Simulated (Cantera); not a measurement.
## Pb + O₂ + H₂ + CO (metals in furnace atmospheres)

A closed system holds: 1 mol Pb, a varied amount of O₂, 9.5 mol H₂, 24 mol CO, at 375 Torr.

Cantera equilibrium calculation (NASA polynomials, part measured and part estimated; ideal gas, pure solids and liquids). Candidate condensed phases: C, C₆H₆, C₇H₈, C₈H₁₈, H₂O, Pb, PbO, PbO₂, Pb₃O₄; 113 gas species. Kinetics and transport are ignored.

Stable condensed phases:

```
T in °C \ n(O₂) in mol
         0.085  0.12  0.18  0.26  0.38  0.56  0.82   1.2
   1352      A     A     A     A     A     A     A     A
   1277      A     A     A     A     A     A     A     A
   1202      A     A     A     A     A     A     A     A
   1127      B     B     B     B     B     B     B     B
   1052      B     B     B     B     B     B     B     B
    977      B     B     B     B     B     B     B     B
    902      C     C     B     B     B     B     B     B
    827      C     C     C     C     C     B     B     B
    752      C     C     C     C     C     C     C     C
    677      C     C     C     C     C     C     C     C
```

A: gas only; B: Pb; C: C + Pb.
